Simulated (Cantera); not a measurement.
Cantera run:

```python
import numpy as np
import cantera as ct

gas_names = [...]  # 95 gases of nasa_gas.yaml made of C, F, H
cond_names = """
    C(gr) C6H6(L) C7H8(L) C8H18(L),n-octa
""".split()


# ... load() reads the species with a 1 bar reference pressure and builds the phases ...
atoms = {
    'CH3F': {'C': 1, 'H': 3, 'F': 1},
    'F2': {'F': 2},
    'H2': {'H': 2},
}
top_T = {'C(gr)': 4500}  # K; cautious upper limits of use, not melting points


# ... equilibrate(T, P, feed) seeds the gas with the atoms and calls Mixture.equilibrate('TP', solver="vcs", rtol=1e-11, max_steps=5000) ...
results = []
feed = {'CH3F': 1, 'F2': 2.4, 'H2': 2.4}  # mol
T = 2475  # K
P = 27  # Pa
mix = equilibrate(T, P, feed)
results.append((T, P, feed, dict(zip(mix.species_names, mix.species_moles))))
x = sorted(zip(gas.X, gas.species_names), reverse=True)
print(f"T = {T:g} K  P = {P:g} Pa  gas = {mix.phase_moles(0):.4g} mol")
print("   x: " + "  ".join(f"{s} {v:.3e}" for v, s in x if v > 1e-05))
print("   condensed (mol): " + ("  ".join(f"{mix.phase(i).name} {mix.phase_moles(i):.4g}"
      for i in range(1, mix.n_phases) if mix.phase_moles(i) > 1e-12) or "none"))
```

Output:

```
T = 2475 K  P = 27 Pa  gas = 7.711 mol
   x: HF 7.394e-01  H 2.199e-01  H2 2.578e-02  F 1.234e-02  C3 1.243e-03  C 4.356e-04  CF 3.727e-04  C2H2,acetylene 2.508e-04  C2H 1.455e-04  C2 1.140e-04
   condensed (mol): C(gr) 0.9569
```

These are equilibrium values from Cantera (NASA tables, ideal gas, pure condensed phases), not measurements of a reactor.
